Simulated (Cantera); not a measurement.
# Thermodynamics of aluminium nitride and oxide growth, feed Al + N₂O + H₂

Input: 1 mol Al, 34 mol N₂O, 1.6 mol H₂, equilibrated at 6.90 mbar.

Cantera equilibrium calculation (NASA polynomials, part measured and part estimated; ideal gas, pure solids and liquids). Candidate condensed phases: Al, AlN, Al₂O₃, H₂O; 35 gas species. Equilibrium is a limit: real reactors are often held back by kinetics, nucleation or transport.

| T (K) | x N₂ | x O₂ | x H₂O | x NO | x O | n Al₂O₃(s) |
|---|---|---|---|---|---|---|
| 1275 | 0.666 | 0.302 | 0.0313 | 0.000370 | 7.39e-7 | 0.500 |
| 1350 | 0.666 | 0.302 | 0.0313 | 0.000597 | 2.79e-6 | 0.500 |
| 1425 | 0.666 | 0.302 | 0.0313 | 0.000917 | 9.18e-6 | 0.500 |
| 1500 | 0.665 | 0.302 | 0.0313 | 0.00135 | 2.68e-5 | 0.500 |
| 1575 | 0.665 | 0.302 | 0.0312 | 0.00191 | 7.08e-5 | 0.500 |
| 1650 | 0.665 | 0.301 | 0.0311 | 0.00262 | 0.000171 | 0.500 |
| 1725 | 0.664 | 0.300 | 0.0309 | 0.00350 | 0.000383 | 0.500 |
| 1800 | 0.663 | 0.299 | 0.0305 | 0.00455 | 0.000802 | 0.500 |
| 1875 | 0.662 | 0.298 | 0.0301 | 0.00580 | 0.00158 | 0.500 |
| 1950 | 0.661 | 0.296 | 0.0294 | 0.00723 | 0.00296 | 0.500 |
| 2025 | 0.659 | 0.293 | 0.0285 | 0.00886 | 0.00527 | 0.500 |
x: gas mole fraction; n: condensed amount in mol.

From 1275 K to 2025 K the condensed part is Al₂O₃(s).
